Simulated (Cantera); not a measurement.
Feed: 1 mol Cr, 0.57 mol H2O, 1.5 mol N2, held at 1825 K and 0.340 Pa.

These are equilibrium values from Cantera (NASA tables, ideal gas, pure condensed phases), not measurements of a reactor. Candidate condensed phases: Cr, CrN, Cr2N, Cr2O3, H2O; 29 gas species. Equilibrium is a limit: real reactors are often held back by kinetics, nucleation or transport.

Question: What is the equilibrium state?

Answer: 
| Item | Value |
|---|---|
| x(N2) | 0.510 |
| x(Cr) | 0.223 |
| x(H2) | 0.123 |
| x(H) | 0.0839 |
| x(H2O) | 0.0278 |
| x(CrO) | 0.0273 |
| x(CrO2) | 0.00236 |
| x(OH) | 0.00132 |
| x(O) | 0.000691 |
| n(Cr2O3(s)) | 0.129 mol |
| gas amount | 2.939 mol |
| log10 activity of Cr(s) (absent) | -2.24 |
| log10 activity of Cr2N(s) (absent) | -7.42 |
